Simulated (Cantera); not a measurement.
## Titanium nitride, carbide and oxide coatings: Ti + C₃H₈ + H₂

Input: 1 mol Ti, 1.6 mol C₃H₈, 2.4 mol H₂, held at 1650 °C and 13300 Pa.

These are equilibrium values from Cantera (NASA tables, ideal gas, pure condensed phases), not measurements of a reactor. Candidate condensed phases: C, C₆H₆, C₇H₈, C₈H₁₈, Ti, TiC; 77 gas species. TiC: taken at fixed stoichiometry. Rates play no part.

```json
{
  "x(H₂)": "0.997",
  "x(H)": "0.00258",
  "x(C₂H₂ (acetylene))": "0.000450",
  "x(CH₄)": "6.96e-5",
  "x(CH₃)": "3.60e-6",
  "n(C(graphite))": "3.79 mol",
  "n(TiC(s))": "1.00 mol",
  "gas_amount": "8.811 mol",
  "log10 activity of Ti(β) (absent)": "-4.33"
}
```
